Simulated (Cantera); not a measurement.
**Premixed flame**

A freely propagating, adiabatic, planar premixed flame of 54.1 % H2, 9.68 % O2, 36.3 % N2, unburnt at 300 K and 3.10 bar; mixture-averaged transport, grid criteria slope 0.08 and curve 0.16, no radiation.

Detailed kinetics in Cantera: the H2/O2 subset of GRI-Mech 3.0, which has no nitrogen chemistry. The hydrogen kinetics of GRI-Mech 3.0 are dated; newer H2 mechanisms differ, most at raised pressure. Burning velocities carry a grid error of a few per cent, more on coarse grids.

```tsv
z (mm)	T (K)	u (m/s)	x H2	x O2	x O	x H	x HO2	x OH
-0.280	300	2.24	0.541	0.0968	<1e-8	<1e-8	<1e-8	<1e-8
-0.187	300	2.24	0.541	0.0968	<1e-8	<1e-8	<1e-8	<1e-8
-0.140	301	2.24	0.540	0.0968	<1e-8	<1e-8	5.49e-8	<1e-8
-0.0935	306	2.27	0.539	0.0971	3.68e-8	<1e-8	1.87e-6	<1e-8
-0.0467	415	3.01	0.522	0.0987	3.79e-6	8.12e-6	0.000330	1.87e-5
-0.0234	730	5.12	0.489	0.0893	9.20e-5	0.00164	0.000583	0.000449
0	1084	7.45	0.445	0.0664	0.000402	0.00976	0.000240	0.000545
0.0234	1331	9.11	0.404	0.0380	0.000695	0.0213	0.000113	0.000784
0.0467	1472	10.1	0.378	0.0172	0.000526	0.0290	4.80e-5	0.000854
0.0935	1590	10.9	0.363	0.00279	0.000140	0.0308	7.32e-6	0.000760
0.187	1669	11.4	0.365	0.000155	3.88e-5	0.0240	3.88e-7	0.000663
0.374	1731	11.7	0.371	6.25e-6	1.72e-5	0.0158	2.26e-8	0.000507
0.748	1776	12.0	0.375	1.81e-6	6.65e-6	0.00946	<1e-8	0.000337
```
x: mole fraction of selected species; z is measured from the peak of heat release.

```yaml
laminar_burning_velocity: 224 cm/s
thermal_thickness: 0.0935 mm
peak x(O): 0.000696
peak x(H): 0.0314
peak x(HO2): 0.000746
peak x(OH): 0.000856
```
